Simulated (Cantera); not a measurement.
## Adiabatic ignition

An adiabatic, constant-pressure homogeneous reactor starts with 16.5 % H₂, 17.5 % O₂, 66.0 % N₂, equivalence ratio 0.47, at 1400 K and 0.385 atm.

Detailed kinetics in Cantera: the H2/O2 subset of GRI-Mech 3.0, which has no nitrogen chemistry.

```
t (s)     T (K)     x H₂    x O₂       x H     x OH     x H₂O      x O
--------  -----  -------  ------  --------  -------  --------  -------
6.00e-6    1400    0.165   0.175   2.28e-7  4.24e-8   1.67e-7  5.54e-8
1.29e-5    1400    0.165   0.175   2.12e-6  4.18e-7   2.46e-6  5.52e-7
2.78e-5    1400    0.165   0.175  0.000196  3.90e-5  0.000252  5.14e-5
6.00e-5    1547   0.0209  0.0991    0.0599   0.0126     0.109   0.0326
0.000129   1837   0.0172  0.0936    0.0349   0.0185     0.126   0.0288
0.000278   2077   0.0134  0.0926    0.0179   0.0215     0.140   0.0206
0.000600   2270  0.00851  0.0934   0.00740   0.0206     0.154   0.0123
0.00129    2393  0.00465  0.0950   0.00266   0.0170     0.163  0.00652
0.00278    2425  0.00358  0.0957   0.00175   0.0154     0.166  0.00500
0.00600    2426  0.00355  0.0957   0.00173   0.0153     0.166  0.00495
0.0129     2426  0.00355  0.0957   0.00173   0.0153     0.166  0.00495
0.0278     2426  0.00355  0.0957   0.00173   0.0153     0.166  0.00495
0.0600     2426  0.00355  0.0957   0.00173   0.0153     0.166  0.00495
0.129      2426  0.00355  0.0957   0.00173   0.0153     0.166  0.00495
0.278      2426  0.00355  0.0957   0.00173   0.0153     0.166  0.00495
0.600      2426  0.00355  0.0957   0.00173   0.0153     0.166  0.00495
```
x: mole fraction; the columns are a selection and need not sum to one.

| Item | Value |
|---|---|
| time of steepest temperature rise | 51.2 µs |
| temperature at 0.600 s | 2426 K |
| equilibrium temperature | 2426 K |
| x(H₂) at 0.600 s | 0.00355 (gas-phase equilibrium 0.00355) |
| x(O₂) at 0.600 s | 0.0957 (gas-phase equilibrium 0.0957) |
| x(H) at 0.600 s | 0.00173 (gas-phase equilibrium 0.00173) |
